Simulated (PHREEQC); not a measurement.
A solution holds 0.24 mol CdCl2, 0.00011 mol ZnCl2 and 0.024 mol Na2SO4 per kg of water, at 25 °C. Closed to the air; pH follows from the charge balance.

All values are PHREEQC results (ion-association model, phreeqc.dat), not measurements.

This is a speciation only: nothing precipitates in the calculation.

### Question
Estimate the pH, density, activity of water.

### Answer
pH 5.31; density 1.037 g/cm³; activity of water 0.991.

### Question
In which forms is Zn present?

### Answer
Zn+2 72 %, ZnSO4 15 %, ZnCl+ 10 %, Zn(SO4)2-2 1.5 %, ZnCl2 1.0 % of the Zn.
